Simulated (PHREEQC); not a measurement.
A solution holds 12.9 mmol/kgw PbCl2, at 25 °C. Closed to the air; pH follows from the charge balance.

Model: ion-association model, phreeqc.dat, run in PHREEQC.

This is a speciation only: nothing precipitates in the calculation.

Problem. Estimate the pH, ionic strength.

Solution. pH 4.95; ionic strength 0.0305 mol/kgw.

Problem. In which forms is Pb present?

Solution. Pb+2 69 %, PbCl+ 31 %, PbCl2 0.7 % of the Pb.
